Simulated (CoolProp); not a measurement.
Decamethylcyclopentasiloxane (D5) along the isotherm 381.5 K: Z from the reference equation and from simpler models built on Tc = 618.3 K, pc = 1.078 MPa, ω = 0.631; each cubic takes its own stable root.

Computed with CoolProp (reference Helmholtz-energy equation of state, Thol 2019).

```json
[
 {"p (MPa)": "0.359", "phase": "liquid", "reference": "0.04850"},
 {"p (MPa)": "0.718", "phase": "liquid", "reference": "0.09690"},
 {"p (MPa)": "1.08", "phase": "liquid", "reference": "0.1456"},
 {"p (MPa)": "1.44", "phase": "liquid", "reference": "0.1940"},
 {"p (MPa)": "1.8", "phase": "liquid", "reference": "0.2422"},
 {"p (MPa)": "2.16", "phase": "liquid", "reference": "0.2904"},
 {"p (MPa)": "2.51", "phase": "liquid", "reference": "0.3371"},
 {"p (MPa)": "2.87", "phase": "liquid", "reference": "0.3851"},
 {"p (MPa)": "3.23", "phase": "liquid", "reference": "0.4330"},
 {"p (MPa)": "3.59", "phase": "liquid", "reference": "0.4808"},
 {"p (MPa)": "3.95", "phase": "liquid", "reference": "0.5285"},
 {"p (MPa)": "4.31", "phase": "liquid", "reference": "0.5761"},
 {"p (MPa)": "4.67", "phase": "liquid", "reference": "0.6237"},
 {"p (MPa)": "5.03", "phase": "liquid", "reference": "0.6712"},
 {"p (MPa)": "5.39", "phase": "liquid", "reference": "0.7186"}
]
```

### Question
How far does each simpler model (Redlich-Kwong, Soave-Redlich-Kwong, Peng-Robinson) lie from the reference over these 15 states: mean and median of the absolute difference, and the worst?

### Answer
- Redlich-Kwong: mean 21.6 %, median 21.4 %, worst +23.9 % at 381.5 K and 0.359 MPa
- Soave-Redlich-Kwong: mean 14.3 %, median 14.3 %, worst +14.9 % at 381.5 K and 0.359 MPa
- Peng-Robinson: mean 1.7 %, median 1.7 %, worst +2.1 % at 381.5 K and 0.359 MPa
